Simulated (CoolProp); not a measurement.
Values from CoolProp's reference Helmholtz-energy equation of state, Platzer 1990. This equation is an older, rougher fit; its heat capacities, sound speeds and derivatives of the liquid may be far off and weren't checked against measurements.

Question: Give the vapour pressure (MPa), liquid density (kg/m³), vapour density (kg/m³), enthalpy of vaporisation (kJ/kg) of saturated R21 at 43.95 °C.

Answer: 
```csv
T (°C),p (MPa),liquid density (kg/m³),vapour density (kg/m³),enthalpy of vaporisation (kJ/kg)
43.95,0.333,1320,14.1,219
```
